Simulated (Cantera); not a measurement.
A closed system holds: 1 mol CO, 0.094 mol O2, 0.58 mol H2, equilibrated at 5.80 bar.

Equilibrium computed with Cantera from the NASA thermochemical tables; the gas is ideal and each condensed phase is pure. Candidate condensed phases: C, C6H6, C7H8, C8H18, H2O; 110 gas species. Equilibrium is a limit: real reactors are often held back by kinetics, nucleation or transport. All values below are at 2575 K.

Base state: CO 0.600, H2 0.274, H2O 0.0879, CO2 0.0301, H 0.00752, OH 0.000544 (mole fractions); condensed: gas only.

### Question
What changes in the equilibrium state with this change: CO replaced by C2H4?

### Answer
| species | before | after |
|---|---|---|
| H2 | 0.274 | 0.905 |
| CO | 0.600 | 0.0675 |
| H | 0.00752 | 0.0137 |
| H2O | 0.0879 | 7.19e-6 |
| C2H2 (acetylene) | <1e-9 | 0.0133 |
| CO2 | 0.0301 | 8.38e-8 |
| C4H2 | <1e-9 | 8.09e-5 |
| CH4 | 1.28e-8 | 0.000633 |
| C2H4 | <1e-9 | 3.92e-5 |
| CH3 | 6.20e-9 | 0.000169 |
| C(graphite), mol | 0 | 1.73 |
